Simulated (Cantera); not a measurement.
## Gas-phase reforming

An isothermal, constant-pressure homogeneous reactor starts with 18.9 % CH4, 79.2 % CO2, 1.89 % H2, at 1500 K and 100000 Pa.

Detailed kinetics in Cantera: GRI-Mech 3.0 (53 species, 325 reactions).

```json
[
 {"t (s)": "1.00e-6", "x CH4": "0.189", "x CO2": "0.792", "x H2": "0.0189", "x CH2": "<1e-12", "x O": "<1e-12", "x OH": "6.04e-10"},
 {"t (s)": "5.99e-6", "x CH4": "0.189", "x CO2": "0.792", "x H2": "0.0189", "x CH2": "<1e-12", "x O": "<1e-12", "x OH": "7.44e-10"},
 {"t (s)": "3.59e-5", "x CH4": "0.189", "x CO2": "0.792", "x H2": "0.0189", "x CH2": "6.69e-12", "x O": "<1e-12", "x OH": "1.42e-9"},
 {"t (s)": "0.000215", "x CH4": "0.189", "x CO2": "0.792", "x H2": "0.0189", "x CH2": "1.82e-10", "x O": "<1e-12", "x OH": "4.96e-9"},
 {"t (s)": "0.00129", "x CH4": "0.188", "x CO2": "0.792", "x H2": "0.0190", "x CH2": "8.83e-10", "x O": "<1e-12", "x OH": "1.05e-8"},
 {"t (s)": "0.00774", "x CH4": "0.187", "x CO2": "0.791", "x H2": "0.0197", "x CH2": "2.56e-9", "x O": "<1e-12", "x OH": "1.94e-8"},
 {"t (s)": "0.0464", "x CH4": "0.173", "x CO2": "0.777", "x H2": "0.0282", "x CH2": "3.00e-9", "x O": "1.14e-12", "x OH": "3.70e-8"},
 {"t (s)": "0.278", "x CH4": "0.118", "x CO2": "0.681", "x H2": "0.0430", "x CH2": "3.65e-9", "x O": "1.86e-12", "x OH": "1.20e-7"},
 {"t (s)": "1.67", "x CH4": "0.0240", "x CO2": "0.456", "x H2": "0.0430", "x CH2": "8.89e-9", "x O": "3.14e-12", "x OH": "4.05e-7"},
 {"t (s)": "10.0", "x CH4": "0.00967", "x CO2": "0.319", "x H2": "0.0864", "x CH2": "1.64e-9", "x O": "5.80e-12", "x OH": "3.07e-7"}
]
```
x: mole fraction; the columns are a selection and need not sum to one.

Equilibrium at this temperature and pressure: CH4 1.64e-8, CO2 0.264, H2 0.114, CH2 <1e-12, O 1.19e-11, OH 2.61e-7 (gas phase only).
